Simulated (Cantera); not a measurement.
**Gas-phase reforming**

A perfectly stirred reactor is fed with 55.2 % CH₄, 26.9 % H₂O, 17.9 % H₂, at 0.280 bar; it is held at 1523 K, and followed from long to short residence time.

Cantera simulation using GRI-Mech 3.0 (53 species, 325 reactions); the numbers are that mechanism's predictions, not measurements. GRI-Mech 3.0 stops at C3 and has no aromatics, soot or wall deposition, so with more carbon than oxygen in the feed, carbon stays in small species such as C2H2 where larger ones or solid carbon would form.

```tsv
τ (s)	x CH₄	x H₂O	x H₂	x H	x CO	x C₂H₂	x CH₂O
4.0	0.139	0.168	0.551	2.49e-5	0.0215	0.113	1.70e-7
1.3	0.228	0.204	0.461	1.96e-5	0.00691	0.0959	3.42e-7
0.40	0.347	0.232	0.353	1.45e-5	0.00168	0.0614	6.40e-7
0.13	0.449	0.251	0.266	1.09e-5	0.000363	0.0292	9.89e-7
0.041	0.512	0.263	0.211	8.67e-6	6.77e-5	0.00899	1.23e-6
0.013	0.540	0.267	0.188	7.31e-6	1.33e-5	0.00156	1.16e-6
0.0042	0.549	0.268	0.181	5.93e-6	2.14e-6	0.000132	7.38e-7
0.0013	0.551	0.269	0.180	4.07e-6	1.40e-7	4.39e-6	2.26e-7
0.00043	0.552	0.269	0.179	2.36e-6	3.90e-9	9.96e-8	3.28e-8
0.00014	0.552	0.269	0.179	1.03e-6	3.46e-11	1.23e-9	2.04e-9
```
x: mole fraction; the columns are a selection and need not sum to one.
